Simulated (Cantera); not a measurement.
Low-pressure radical oxidation in H2/O2

An isothermal, constant-pressure homogeneous reactor starts with H2 : O2 = 0.11 : 1 (molar parts), equivalence ratio 0.055, at 998 K and 1330 Pa.

Model: the H2/O2 subset of GRI-Mech 3.0, which has no nitrogen chemistry, integrated in Cantera. Radical loss at walls, strong at low pressure, is not modelled. The temperature is held fixed by assumption; the heat of reaction is taken as removed at once.

| t (s) | x H2 | x O2 | x H | x H2O2 | x OH | x O | x H2O |
|---|---|---|---|---|---|---|---|
| 8.00e-6 | 0.0991 | 0.901 | 6.39e-12 | <1e-12 | <1e-12 | <1e-12 | <1e-12 |
| 2.36e-5 | 0.0991 | 0.901 | 1.80e-11 | <1e-12 | 1.32e-12 | 1.47e-12 | <1e-12 |
| 6.94e-5 | 0.0991 | 0.901 | 4.98e-11 | <1e-12 | 8.65e-12 | 1.14e-11 | 4.58e-12 |
| 0.000204 | 0.0991 | 0.901 | 1.58e-10 | <1e-12 | 4.81e-11 | 8.61e-11 | 7.81e-11 |
| 0.000601 | 0.0991 | 0.901 | 1.14e-9 | <1e-12 | 4.40e-10 | 9.79e-10 | 1.65e-9 |
| 0.00177 | 0.0991 | 0.901 | 1.71e-7 | 2.20e-12 | 6.86e-8 | 1.58e-7 | 3.32e-7 |
| 0.00521 | 0.0332 | 0.867 | 0.0275 | 3.94e-7 | 0.00458 | 0.0179 | 0.0502 |
| 0.0153 | 0.00156 | 0.880 | 0.00705 | 2.05e-7 | 0.00189 | 0.0131 | 0.0969 |
| 0.0452 | 0.000206 | 0.894 | 0.000299 | 1.91e-7 | 0.000596 | 0.00180 | 0.103 |
| 0.133 | 2.01e-5 | 0.895 | 9.13e-6 | 1.20e-7 | 0.000182 | 0.000180 | 0.104 |
| 0.392 | 2.23e-6 | 0.896 | 4.14e-7 | 5.43e-8 | 6.55e-5 | 2.28e-5 | 0.104 |
| 1.15 | 3.35e-7 | 0.896 | 3.10e-8 | 2.19e-8 | 2.77e-5 | 4.04e-6 | 0.104 |
| 3.40 | 6.84e-8 | 0.896 | 3.43e-9 | 8.68e-9 | 1.33e-5 | 9.32e-7 | 0.104 |
| 10.0 | 1.73e-8 | 0.896 | 4.80e-10 | 3.38e-9 | 6.90e-6 | 2.52e-7 | 0.104 |
x: mole fraction; the columns are a selection and need not sum to one.

Equilibrium at this temperature and pressure: H2 7.91e-11, O2 0.896, H <1e-12, H2O2 3.13e-11, OH 4.79e-7, O 1.22e-9, H2O 0.104 (gas phase only).
